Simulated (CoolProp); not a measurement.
1000 sccm (0 °C, 1 atm) of nitrogen bubbles through liquid n-undecane at 365.4 K and leaves saturated at a total pressure of 0.0711 MPa (ideal gas phase). Each further row changes one setting.

The numbers come from the reference Helmholtz-energy equation of state, Aleksandrov 2011 in CoolProp. It is a short technical equation, of lower accuracy than the large ones.

```tsv
case	vapour pressure (kPa)	mole fraction of vapour	delivery (mg/min)	delivery (sccm)	change of delivery for a bath 1 K warmer (%)
as stated	3.13	?	?	?	4.9
bath temperature 370.4 K	3.92	0.0551	407	58.4	4.8
total pressure 0.142 MPa	3.13	?	?	?	4.8
```

### Question
Some entries are withheld; supply them.

### Answer

- as stated, mole fraction of vapour: 0.0440
- as stated, delivery (mg/min): 321
- as stated, delivery (sccm): 46.0
- total pressure 0.142 MPa, mole fraction of vapour: 0.0220
- total pressure 0.142 MPa, delivery (mg/min): 157
- total pressure 0.142 MPa, delivery (sccm): 22.5
